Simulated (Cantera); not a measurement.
A closed system holds: 1 mol SiC, 0.096 mol N₂O, 60 mol N₂, at 43.0 Pa.

Equilibrium computed with Cantera from the NASA thermochemical tables; the gas is ideal and each condensed phase is pure. Candidate condensed phases: C, Si, SiC, SiO₂, Si₂N₂O, Si₃N₄; 34 gas species. Mutual solubility and eutectic melting of coexisting phases are not modelled. Rates play no part.

What share of the Si ends up in condensed phases as a function of T (K), at 1000, 1100, 1200, 1300, 1400, 1500, 1600, 1700, 1800, 1900, 2000, 2100?


```
T (K)  Si condensed (%)                    as
-----  ----------------  --------------------
1000              100.0  Si₂N₂O(s) + Si₃N₄(s)
1100              100.0  Si₂N₂O(s) + Si₃N₄(s)
1200              100.0  Si₂N₂O(s) + Si₃N₄(s)
1300              100.0    SiC(s) + Si₂N₂O(s)
1400               99.6    SiC(s) + Si₂N₂O(s)
1500               95.2                SiC(s)
1600               95.1                SiC(s)
1700               94.3                SiC(s)
1800               91.9                SiC(s)
1900               90.1                SiC(s)
2000               62.8                SiC(s)
2100                0.0                     -
```
